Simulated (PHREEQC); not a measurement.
Alkaline etch or developer

Solution (16 °C): 99 mmol/kgw KOH and 47 mmol/kgw NaAlO2. Closed to the air; pH follows from the charge balance.

Equilibrium calculation in PHREEQC: ion-association model, phreeqc.dat.

Precipitation was switched off in this run.

### Question
What pH does the model give?

### Answer
pH 13.17.

The solution is supersaturated, for example in Gibbsite (slow to form), so a real one may precipitate; this is no full list. Species that the database lacks are ignored.
